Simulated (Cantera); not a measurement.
A closed system holds: 1 mol BN, 10 mol HF, 1.2 mol N₂, at 1973.15 K and 52.0 Pa.

Method: chemical equilibrium by Gibbs-energy minimisation in Cantera with the NASA 1993 tables (ideal gas, pure condensed phases). Candidate condensed phases: B, BN; 31 gas species. The tables' values for BF₂ are old estimates; treat these amounts as uncertain. Kinetics and transport are ignored.

Base state: HF 0.632, N₂ 0.149, H₂ 0.112, BF₃ 0.0707, H 0.0198, BF₂ 0.0146, BF 0.00219, BHF₂ 9.84e-5 (mole fractions); condensed: gas only.

Question: What changes in the equilibrium state with this change: temperature from 1973.15 K to 900 K?

Answer: 
```
species   before    after
-------  -------  -------
HF         0.632    0.625
N₂         0.149    0.152
H₂         0.112    0.134
H         0.0198  1.88e-9
BF₃       0.0707   0.0893
BF₂       0.0146    <1e-9
BF       0.00219    <1e-9
F        4.12e-5    <1e-9
BHF₂     9.84e-5  2.01e-8
```
